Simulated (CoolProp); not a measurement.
Vapour-liquid equilibrium of toluene (1) + n-octane (2) at 281.9 K; x and y are mole fractions of (1).

Model: multi-fluid Helmholtz-energy mixture model, Lemmon 2006 and Beckmüller 2019; pair parameters Bell 2016, in CoolProp.

Give the bubble pressure and the first vapour's composition at x = 0.2, 0.425, 0.5. Is there an azeotrope?

x = 0.2: 1.0000 kPa, y = 0.429; x = 0.425: 1.230 kPa, y = 0.644; x = 0.5: 1.289 kPa, y = 0.694. No azeotrope shows between x = 0.05 and 0.95.

The pair parameters rest on a limited set of measurements; away from them the model extrapolates.
